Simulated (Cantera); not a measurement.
Charge: 1 mol borazine, 0.081 mol H2O, 0.25 mol N2, 18 mol NH3, equilibrated at 677 °C and 12.0 Torr.

Method: chemical equilibrium by Gibbs-energy minimisation in Cantera with the NASA 1993 tables (ideal gas, pure condensed phases). Candidate condensed phases: B, BN, B2O3, B3O3H3, H2O; 39 gas species. The feed counts by its element totals alone. Equilibrium is a limit: real reactors are often held back by kinetics, nucleation or transport.

Base state: H2 0.763, N2 0.235, H2O 0.00117 (mole fractions); condensed: BN(s) + B2O3(l).

Problem. What changes in the equilibrium state with this change: borazine replaced by B2O3?

Solution. 
| species | before | after |
|---|---|---|
| H2 | 0.763 | 0.743 |
| N2 | 0.235 | 0.255 |
| H2O | 0.00117 | 0.00223 |
| BN(s), mol | 2.98 | 0 |
| B2O3(l), mol | 0.0116 | 1.000 |
